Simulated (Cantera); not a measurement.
A perfectly stirred reactor is fed with CH₄ : C₂H₆ : C₃H₈ : O₂ : N₂ = 1 : 0.2 : 0.23 : 4.87 : 28.8 (molar parts), equivalence ratio 0.79, at 100000 Pa; it is adiabatic with a 550 K inlet, and is followed from long to short residence time, starting on the burning branch (τ in s: 0.068, 0.021, 0.0066, 0.0021, 0.00064, 0.0002, 6.2e-05, 1.9e-05, 6e-06).

Detailed kinetics in Cantera: GRI-Mech 3.0 (53 species, 325 reactions). GRI-Mech 3.0 was tuned for natural gas; its chemistry of propane as a main component is partial and can be far from experiment.

Task: Predict: blow-out, bracketed by the residence times tried; x(CH₄) at τ = 68.0 ms; x(C₂H₆) at τ = 68.0 ms; x(C₃H₈) at τ = 68.0 ms; x(H₂O₂) at τ = 68.0 ms; x(C₂H₂) at τ = 68.0 ms; x(CH₄) at τ = 0.640 ms; x(C₂H₆) at τ = 0.640 ms; x(C₃H₈) at τ = 0.640 ms; x(H₂O₂) at τ = 0.640 ms; x(C₂H₂) at τ = 0.640 ms.

Result: 
| Property | Value |
|---|---|
| blow-out, bracketed by the residence times tried | burning at 0.640 ms, out at 0.200 ms |
| x(CH₄) at τ = 68.0 ms | 6.48e-6 |
| x(C₂H₆) at τ = 68.0 ms | 3.08e-7 |
| x(C₃H₈) at τ = 68.0 ms | 3.44e-7 |
| x(H₂O₂) at τ = 68.0 ms | 8.06e-8 |
| x(C₂H₂) at τ = 68.0 ms | 1.31e-6 |
| x(CH₄) at τ = 0.640 ms | 0.000197 |
| x(C₂H₆) at τ = 0.640 ms | 9.38e-6 |
| x(C₃H₈) at τ = 0.640 ms | 9.38e-6 |
| x(H₂O₂) at τ = 0.640 ms | 5.26e-7 |
| x(C₂H₂) at τ = 0.640 ms | 5.49e-6 |
